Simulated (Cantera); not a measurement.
An adiabatic, constant-volume homogeneous reactor starts with H2 : O2 : N2 = 1 : 0.625 : 6.88 (molar parts), at 1200 K and 9.87 atm. Integrator tolerance rtol = 1e-08.

Cantera simulation using the H2/O2 subset of GRI-Mech 3.0, which has no nitrogen chemistry; the numbers are that mechanism's predictions, not measurements. The hydrogen kinetics of GRI-Mech 3.0 are dated; newer H2 mechanisms differ, most at raised pressure.

**Question.** What does this change do: pressure from 9.87 atm to 1.68 atm?

**Answer.** 
| quantity | before | after |
|---|---|---|
| time of steepest temperature rise | 99.0 µs | 62.3 µs |
| temperature at 3.00 s | 2247 K | 2237 K |
| equilibrium temperature | 2247 K | 2237 K |
| x(H2) at 3.00 s | 0.000364 (gas-phase equilibrium 0.000364) | 0.000826 (gas-phase equilibrium 0.000826) |
| x(O2) at 3.00 s | 0.0153 (gas-phase equilibrium 0.0153) | 0.0153 (gas-phase equilibrium 0.0153) |
| x(H) at 3.00 s | 3.34e-5 (gas-phase equilibrium 3.34e-5) | 0.000116 (gas-phase equilibrium 0.000116) |
| x(HO2) at 3.00 s | 2.20e-6 (gas-phase equilibrium 2.20e-6) | 1.36e-6 (gas-phase equilibrium 1.36e-6) |
| x(O) at 3.00 s | 0.000107 (gas-phase equilibrium 0.000107) | 0.000245 (gas-phase equilibrium 0.000245) |
| x(H2O) at 3.00 s | 0.124 (gas-phase equilibrium 0.124) | 0.123 (gas-phase equilibrium 0.123) |

**Question.** What does this change do: constant pressure in place of constant volume?

**Answer.** 
```
quantity                                                              before                                      after
---------------------------------  -----------------------------------------  -----------------------------------------
time of steepest temperature rise                                    99.0 µs                                   0.101 ms
temperature at 3.00 s                                                 2247 K                                     2042 K
equilibrium temperature                                               2247 K                                     2042 K
x(H2) at 3.00 s                    0.000364 (gas-phase equilibrium 0.000364)  0.000125 (gas-phase equilibrium 0.000125)
x(O2) at 3.00 s                        0.0153 (gas-phase equilibrium 0.0153)      0.0155 (gas-phase equilibrium 0.0155)
x(H) at 3.00 s                       3.34e-5 (gas-phase equilibrium 3.34e-5)    7.65e-6 (gas-phase equilibrium 7.65e-6)
x(HO2) at 3.00 s                     2.20e-6 (gas-phase equilibrium 2.20e-6)    9.36e-7 (gas-phase equilibrium 9.36e-7)
x(O) at 3.00 s                     0.000107 (gas-phase equilibrium 0.000107)    3.62e-5 (gas-phase equilibrium 3.62e-5)
x(H2O) at 3.00 s                         0.124 (gas-phase equilibrium 0.124)        0.124 (gas-phase equilibrium 0.124)
```
